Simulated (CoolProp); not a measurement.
R114 along the isotherm 464.6 K: Z from the reference equation and from simpler models built on Tc = 420.6 K, pc = 3.352 MPa, ω = 0.252; each cubic takes its own stable root.

Model: reference Helmholtz-energy equation of state, Platzer 1990, in CoolProp. This equation is an older, rougher fit; its heat capacities, sound speeds and derivatives of the liquid may be far off and weren't checked against measurements.

| p (MPa) | phase | reference |
|---|---|---|
| 0.0159 | gas | 0.9989 |
| 0.0327 | gas | 0.9976 |
| 0.0671 | gas | 0.9952 |
| 0.138 | gas | 0.9900 |
| 0.283 | gas | 0.9794 |
| 0.581 | gas | 0.9570 |
| 1.19 | gas | 0.9091 |
| 2.45 | gas | 0.7992 |
| 5.03 | supercritical | 0.5211 |

Problem. How far does each simpler model (van der Waals, Redlich-Kwong, Soave-Redlich-Kwong, Peng-Robinson) lie from the reference over these 9 states: mean and median of the absolute difference, and the worst?

Solution. 
- van der Waals: mean 1.5 %, median 0.0 %, worst -12.6 % at 464.6 K and 5.03 MPa
- Redlich-Kwong: mean 0.8 %, median 0.1 %, worst -4.8 % at 464.6 K and 5.03 MPa
- Soave-Redlich-Kwong: mean 0.8 %, median 0.0 %, worst +6.6 % at 464.6 K and 5.03 MPa
- Peng-Robinson: mean 0.5 %, median 0.3 %, worst -2.0 % at 464.6 K and 2.45 MPa
